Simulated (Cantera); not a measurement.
A freely propagating, adiabatic, planar premixed flame of 19.9 % H₂, 16.8 % O₂, 63.3 % N₂, unburnt at 473 K and 3750 Torr; mixture-averaged transport, grid criteria slope 0.08 and curve 0.16, no radiation.

Detailed kinetics in Cantera: the H2/O2 subset of GRI-Mech 3.0, which has no nitrogen chemistry. The hydrogen kinetics of GRI-Mech 3.0 are dated; newer H2 mechanisms differ, most at raised pressure. Burning velocities carry a grid error of a few per cent, more on coarse grids. Lean hydrogen flames are cellular in practice and burn faster than this planar one.

### Question
Predict: laminar burning velocity; thermal thickness; peak x(H); peak x(H₂O₂); peak x(HO₂).

### Answer
```json
{
  "laminar_burning_velocity": "107 cm/s",
  "thermal_thickness": "0.0730 mm",
  "peak x(H)": "0.00278",
  "peak x(H₂O₂)": "0.000178",
  "peak x(HO₂)": "0.000703"
}
```
